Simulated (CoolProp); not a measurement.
A single-stage vapour-compression cycle with the fluid: evaporating at 233.15 K (dew point), condensing at 281.15 K (bubble point), superheat 0 K, subcooling 8 K, compressor efficiency 0.8, no pressure losses. The same conditions are run with several fluids, on thermodynamics alone (safety and materials aside).

Values from CoolProp's reference Helmholtz-energy equation of state of each fluid (R404A: Lemmon 2003; trans-2-butene: Lemmon 2005; isobutane: Bücker 2006; isobutene: Lemmon 2005; ammonia: Gao 2020; n-butane: Bücker 2006). Blends and air are pseudo-pure fits.

| fluid | cooling COP | pressure ratio | discharge temperature (K) | refrigerating effect (kJ/kg) | volumetric capacity (kJ/m³) |
|---|---|---|---|---|---|
| R404A | 3.22 | 5.95 | 299.3 | 143 | 1000 |
| trans-2-butene | … | … | 305.9 | 355 | 161 |
| isobutane | 3.42 | 7.20 | 295.5 | 301 | … |
| isobutene | 3.46 | … | 302.7 | 334 | 221 |
| ammonia | 3.24 | 8.01 | 408.6 | 1210 | 777 |
| n-butane | 3.46 | 8.24 | 297.3 | 329 | 168 |

Fill in the missing entries.


- trans-2-butene, cooling COP: 3.48
- trans-2-butene, pressure ratio: 8.54
- isobutane, volumetric capacity (kJ/m³): 264
- isobutene, pressure ratio: 7.82
